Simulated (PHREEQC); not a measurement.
# Alkaline etch or developer: an equilibrium model

Consider water at 10 °C with 0.0071 mol KOH and 0.00034 mol K3PO4 per kg of water. Closed to the air; pH follows from the charge balance.

Computed with PHREEQC (ion-association model, phreeqc.dat).

No solid was allowed to form.

Question: What pH does the model give?

Answer: pH 12.35.

Question: In which forms is P present?

Answer: PO4-3 54 %, HPO4-2 45 % of the P.

Complexes and solids missing from the database can't appear. Away from 25 °C the constants follow the database's enthalpies or fits; those with neither stay at their 25 °C values.
